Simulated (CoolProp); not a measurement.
A simple Rankine cycle with n-butane: condensing at 293.15 K, boiler at 1.32 MPa, turbine inlet 367.8 K, turbine efficiency 0.7, pump efficiency 0.6, no recuperator. Each further row changes one setting.

Values from CoolProp's reference Helmholtz-energy equation of state, Bücker 2006.

```tsv
case	thermal efficiency (%)	net work (kJ/kg)	heat in (kJ/kg)	turbine exit temperature (K)	volume ratio over the turbine
as stated	10.9	51.1	467	320.5	6.93
turbine inlet 387.8 K	10.9	56.3	515	343.2	6.67
condensing temperature 285.15 K	12.1	58.7	486	315.3	8.99
boiler pressure 0.924 MPa	9.2	44.7	484	333.0	4.55
turbine efficiency 0.6	9.3	43.3	467	324.7	7.03
```
